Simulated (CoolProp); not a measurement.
Vapour-liquid equilibrium of CH2F2 (R32) (1) + R123 (2) at 0.627 MPa; x and y are mole fractions of (1).

Computed with CoolProp (multi-fluid Helmholtz-energy mixture model, Tillner-Roth 1997 and Younglove 1994; pair parameters Bell 2016).

Q: Give the bubble temperature and the first vapour's composition at x = 0.05, 0.275, 0.65. Is there an azeotrope?

A: x = 0.05: 73.6 °C, y = 0.331; x = 0.275: 27.6 °C, y = 0.856; x = 0.65: 3.3 °C, y = 0.965. No azeotrope shows between x = 0.05 and 0.95.

The pair parameters rest on a limited set of measurements; away from them the model extrapolates. The gap from Raoult's law changes sign with composition, which may be real or a fault of the pair parameters; it wasn't checked against measurements.
